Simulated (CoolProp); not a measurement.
Vapour-liquid equilibrium of methanol (1) + ethanol (2) at 1.79 MPa; x and y are mole fractions of (1).

Computed with CoolProp (multi-fluid Helmholtz-energy mixture model, de Reuck 1993 and Schroeder 2014; pair parameters Bell 2016).

```json
[
 {"x": "0.05", "bubble temperature (K)": "447.7", "y at the bubble point": "0.063", "dew temperature at overall composition x (K)": "447.8", "liquid density (mol/L)": "___"},
 {"x": "0.2", "bubble temperature (K)": "445.4", "y at the bubble point": "0.239", "dew temperature at overall composition x (K)": "___", "liquid density (mol/L)": "___"},
 {"x": "0.35", "bubble temperature (K)": "443.2", "y at the bubble point": "0.403", "dew temperature at overall composition x (K)": "___", "liquid density (mol/L)": "15.00"},
 {"x": "0.5", "bubble temperature (K)": "441.1", "y at the bubble point": "___", "dew temperature at overall composition x (K)": "441.9", "liquid density (mol/L)": "15.90"},
 {"x": "0.65", "bubble temperature (K)": "439.1", "y at the bubble point": "0.702", "dew temperature at overall composition x (K)": "___", "liquid density (mol/L)": "16.90"},
 {"x": "0.8", "bubble temperature (K)": "436.9", "y at the bubble point": "0.838", "dew temperature at overall composition x (K)": "437.5", "liquid density (mol/L)": "18.00"},
 {"x": "0.95", "bubble temperature (K)": "434.7", "y at the bubble point": "0.962", "dew temperature at overall composition x (K)": "434.9", "liquid density (mol/L)": "19.21"}
]
```

### Question
Fill in the missing entries.

### Answer

- 0.05, liquid density (mol/L): 13.41
- 0.2, dew temperature at overall composition x (K): 445.9
- 0.2, liquid density (mol/L): 14.17
- 0.35, dew temperature at overall composition x (K): 443.9
- 0.5, y at the bubble point: 0.557
- 0.65, dew temperature at overall composition x (K): 439.8

No azeotrope shows between x = 0.05 and 0.95.

Pair parameters are fitted to limited data, so mixtures are less certain than the pure fluids.
